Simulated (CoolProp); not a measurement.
The fluid at 298.15 K and 13.2 MPa flows at 0.83 m/s in a round tube of 4.6 mm bore and 15 µm roughness, fully developed (64/Re and Nu = 3.66 if laminar; Colebrook and Gnielinski if turbulent). The same conditions are run with several fluids, on thermodynamics alone (safety and materials aside).

The numbers come from the reference Helmholtz-energy equation of state of each fluid (R410A: Lemmon 2003; n-hexane: Thol 2019; CH2F2 (R32): Tillner-Roth 1997; R134a: Tillner-Roth 1994; R236FA: Pan 2012) in CoolProp. Blends and air are pseudo-pure fits.

| fluid | Reynolds number | Darcy friction factor | pressure drop (Pa/m) | heat-transfer coefficient (W/(m² K)) | mass flow (kg/h) |
|---|---|---|---|---|---|
| R410A | 28900 | 0.0305 | 2600 | 3330 | 56.5 |
| n-hexane | 7500 | 0.0375 | 1870 | 1670 | 33.2 |
| CH2F2 (R32) | 28800 | 0.0306 | 2330 | 4160 | 50.6 |
| R134a | 20400 | 0.0318 | 3010 | 2580 | 62.9 |
| R236FA | 15200 | 0.0331 | 3510 | 2020 | 70.2 |

Transport values come from each fluid's own correlations; those of CH2F2 (R32), R134a, R236FA are estimates that may be off by 10 % or more.
